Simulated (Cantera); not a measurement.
A freely propagating, adiabatic, planar premixed flame of 50.2 % H2, 10.4 % O2, 39.3 % N2, unburnt at 598 K and 500000 Pa; mixture-averaged transport, grid criteria slope 0.08 and curve 0.16, no radiation.

Detailed kinetics in Cantera: the H2/O2 subset of GRI-Mech 3.0, which has no nitrogen chemistry. The hydrogen kinetics of GRI-Mech 3.0 are dated; newer H2 mechanisms differ, most at raised pressure. Burning velocities carry a grid error of a few per cent, more on coarse grids.

Predict: laminar burning velocity; thermal thickness; peak x(OH); peak x(O); peak x(HO2); peak x(H2O2).


```json
{
  "laminar_burning_velocity": "852 cm/s",
  "thermal_thickness": "0.0592 mm",
  "peak x(OH)": "0.00272",
  "peak x(O)": "0.00174",
  "peak x(HO2)": "0.000793",
  "peak x(H2O2)": "4.00e-5"
}
```
